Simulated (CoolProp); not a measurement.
Model: reference Helmholtz-energy equation of state, Wagner 2002, in CoolProp.

Give the vapour pressure (MPa), vapour density (kg/m³), liquid cp (kJ/(kg K)), surface tension (mN/m) of saturated water at 500.5, 535, 595.4 K.


| T (K) | p (MPa) | vapour density (kg/m³) | liquid cp (kJ/(kg K)) | surface tension (mN/m) |
|---|---|---|---|---|
| 500.5 | 2.66 | 13.3 | 4.67 | 31.1 |
| 535 | 4.83 | 24.5 | 5.01 | 23.1 |
| 595.4 | 11.6 | 67.2 | 6.66 | 9.28 |

Surface tension comes from a separate correlation (Mulero 2012).
